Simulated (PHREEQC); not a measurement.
A solution holds 0.014 mol HF and 0.013 mol NH4F per kg of water, at 80 °C. Closed to the air; pH follows from the charge balance.

The numbers come from PHREEQC with the ion-association model, phreeqc.dat.

```
quantity          before    after
--------------  --------  -------
pH                  3.57     3.87
HF2- (mol/kgw)  0.000702  0.00133
```

Q: Name the change that produced these shifts.
(A) HF from 0.014 to 0.0028 mol/kgw
(B) NH4F from 0.013 to 0.026 mol/kgw
(C) temperature from 80 to 70 °C
(D) NH4F left out

A: B, NH4F from 0.013 to 0.026 mol/kgw

This is a speciation only: nothing precipitates in the calculation. Constants without temperature data keep their 25 °C values here.
